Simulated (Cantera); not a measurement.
An isothermal, constant-pressure homogeneous reactor starts with CH2O : O2 : N2 = 0.0026 : 0.057 : 1 (molar parts), equivalence ratio 0.046, at 948 K and 4130 Torr.

Computed with Cantera and GRI-Mech 3.0 (53 species, 325 reactions). Below about 1000 K GRI-Mech 3.0 lacks low-temperature oxidation paths.

x: mole fraction; the columns are a selection and need not sum to one.

```
t (s)       x CH2O    x O2    x NO     x H2O      x CO     x N2O
--------  --------  ------  ------  --------  --------  --------
1.00e-5    0.00245  0.0538  <1e-12  1.79e-11   5.71e-9    <1e-12
2.64e-5    0.00245  0.0538  <1e-12  5.40e-11   1.55e-8    <1e-12
6.97e-5    0.00245  0.0538  <1e-12  1.77e-10   4.35e-8    <1e-12
0.000184   0.00245  0.0538  <1e-12  9.21e-10   1.33e-7    <1e-12
0.000486   0.00245  0.0538  <1e-12   9.95e-9   4.81e-7    <1e-12
0.00128    0.00245  0.0538  <1e-12   1.59e-7   2.27e-6    <1e-12
0.00339    0.00244  0.0538  <1e-12   2.88e-6   1.48e-5  2.43e-12
0.00894    0.00232  0.0537  <1e-12   5.48e-5  0.000132  1.80e-11
0.0236     0.00122  0.0530  <1e-12  0.000863   0.00122  1.23e-10
0.0624     4.46e-9  0.0523  <1e-12   0.00241   0.00204         ?
0.165     2.97e-11  0.0522  <1e-12   0.00244   0.00190         ?
0.435     2.93e-12  0.0522  <1e-12   0.00244   0.00185         ?
1.15        <1e-12  0.0522  <1e-12   0.00244   0.00177         ?
3.03        <1e-12  0.0521  <1e-12   0.00244   0.00162         ?
8.00        <1e-12  0.0520  <1e-12   0.00245   0.00129         ?
```

Task: What belongs in the gaps?

Result: 
- 0.0624, x N2O: 2.81e-9
- 0.165, x N2O: 6.78e-9
- 0.435, x N2O: 1.02e-8
- 1.15, x N2O: 1.58e-8
- 3.03, x N2O: 2.91e-8
- 8.00, x N2O: 5.91e-8
